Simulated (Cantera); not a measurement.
Mixture: CH3OH : O2 : N2 : H2O = 1 : 2.31 : 8.68 : 2.4 (molar parts), equivalence ratio 0.65, at 1.97 atm, adiabatic and at constant volume. Ignition delay is the time to a rise of 400 K.

Model: GRI-Mech 3.0 (53 species, 325 reactions), integrated in Cantera. GRI-Mech 3.0 was tuned for natural gas; its chemistry of methanol as a main component is partial and can be far from experiment.

Question: At T0 = 1698 K, what is the delay, and which 5 reactions control it most (d ln τ / d ln k, from doubling and halving each rate constant)?

Answer: The delay is 16.4 µs.
```tsv
reaction	d ln τ / d ln k	faster rate
H + O2 <=> O + OH	-0.27	shortens it
2 OH (+M) <=> H2O2 (+M)	-0.19	shortens it
CH3 + OH (+M) <=> CH3OH (+M)	-0.13	shortens it
CH3OH + OH <=> CH3O + H2O	-0.12	shortens it
CH2(S) + H2O (+M) <=> CH3OH (+M)	-0.12	shortens it
```
